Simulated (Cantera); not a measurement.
A freely propagating, adiabatic, planar premixed flame of 37.5 % H2, 12.5 % O2, 46.8 % N2, 3.22 % H2O, unburnt at 300 K and 0.330 bar; mixture-averaged transport, grid criteria slope 0.08 and curve 0.16, no radiation.

Model: the H2/O2 subset of GRI-Mech 3.0, which has no nitrogen chemistry, integrated in Cantera. Burning velocities carry a grid error of a few per cent, more on coarse grids.

x: mole fraction of selected species; z is measured from the peak of heat release.

```
z (mm)  T (K)  u (m/s)   x H2     x O2   x H2O      x OH      x H   x H2O2
------  -----  -------  -----  -------  ------  --------  -------  -------
-3.97     300     2.67  0.375    0.125  0.0322     <1e-8    <1e-8    <1e-8
-2.65     300     2.67  0.375    0.125  0.0322     <1e-8    <1e-8    <1e-8
-1.99     300     2.67  0.375    0.125  0.0322     <1e-8    <1e-8    <1e-8
-1.32     300     2.67  0.375    0.125  0.0322     <1e-8    <1e-8    <1e-8
-0.662    303     2.69  0.373    0.125  0.0323       ___      ___      ___
-0.331    453     3.94  0.354    0.124  0.0408  0.000731  0.00115  8.56e-5
0         899     7.56  0.279    0.103  0.0962  0.000976   0.0245  1.14e-5
0.331    1241     10.3  0.174   0.0499   0.201   0.00334   0.0652  1.16e-6
0.662    1414     11.6  0.121   0.0153   0.266   0.00528   0.0823  9.60e-7
1.32     1555     12.7  0.111      ___   0.287       ___   0.0761      ___
2.65     1689     13.7  0.118  0.00355   0.292   0.00759   0.0608  3.79e-7
5.30     1821     14.6  0.124  0.00232   0.299   0.00762   0.0455  1.90e-7
10.6     1937     15.4  0.128  0.00131   0.306   0.00674   0.0321  9.42e-8
```

Q: What belongs in the gaps?

A: 
- -0.662, x OH: 7.80e-7
- -0.662, x H: 9.45e-8
- -0.662, x H2O2: 6.53e-7
- 1.32, x O2: 0.00506
- 1.32, x OH: 0.00675
- 1.32, x H2O2: 6.65e-7
